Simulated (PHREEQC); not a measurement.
Na2CO3 is added in steps, without added water, to 1 kg of water holding 1.5 mmol/kgw H2SO4, 1.3 mmol/kgw NiCl2 and 2 mmol/kgw MnSO4, at 25 °C. The system is closed to oxygen. No CO2 enters from the air. Precipitation was switched off in this run.

Base run: PHREEQC, ion-association model, wateq4f.dat. Each further column changes one thing. The table gives Mn+2 (mol/kgw).

| Na2CO3 added (mol) | base | Debye-Hückel limiting law | Davies equation for every ion | all activity coefficients set to 1 |
|---|---|---|---|---|
| 0 | 0.00168 | 0.00172 | [?] | 0.00145 |
| 0.0011 | 0.00166 | 0.00170 | 0.00167 | 0.00140 |
| 0.002475 | 0.00157 | [?] | 0.00158 | 0.00128 |
| 0.003575 | 0.00147 | 0.00153 | 0.00148 | 0.00116 |
| 0.00495 | 0.000983 | 0.00104 | 0.000994 | 0.000732 |
| 0.00605 | 0.000423 | 0.000468 | 0.000432 | 0.000260 |
| 0.007425 | 0.000121 | 0.000149 | [?] | 5.06e-5 |
| 0.008525 | 6.21e-5 | 8.06e-5 | [?] | 2.36e-5 |
| 0.0099 | 3.74e-5 | 5.09e-5 | [?] | [?] |
| 0.011 | 2.87e-5 | 4.03e-5 | 3.06e-5 | 9.88e-6 |

**Question.** What belongs in the gaps?

**Answer.** 
- 0, Davies equation for every ion: 0.00169
- 0.002475, Debye-Hückel limiting law: 0.00162
- 0.007425, Davies equation for every ion: 0.000126
- 0.008525, Davies equation for every ion: 6.53e-5
- 0.0099, Davies equation for every ion: 3.97e-5
- 0.0099, all activity coefficients set to 1: 1.34e-5

In at least one series the solution becomes supersaturated in solids that the run did not let form, among them Rhodochrosite, Pyrochroite, Ni(OH)2. The database's nickel carbonate constants are estimates that later reviews lower a good deal.
